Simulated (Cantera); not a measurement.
Input: 1 mol SiH2Cl2, 14 mol NH3, held at 1848.15 K.

These are equilibrium values from Cantera (NASA tables, ideal gas, pure condensed phases), not measurements of a reactor. Candidate condensed phases: NH4Cl, Si, Si3N4; 28 gas species. Gases not in the tables: Si2H6 and higher silanes. The numbers say what is thermodynamically allowed, not how fast it happens.

Which condensed phases are stable at each of these points (P (Pa)): 5, 26, 140, 710, 3700, 19000, 100000?


```
P (Pa)  condensed phases  Si condensed (%)
------  ----------------  ----------------
5               gas only               0.0
26              gas only               0.0
140                Si(l)              55.9
710                Si(l)              68.2
3700               Si(l)              70.8
19000           Si3N4(s)              79.2
100000          Si3N4(s)              90.8
```

From 5.00 Pa to 26.0 Pa nothing is condensed. From 140 Pa to 3700 Pa the condensed part is Si(l). From 19000 Pa to 100000 Pa the condensed part is Si3N4(s).
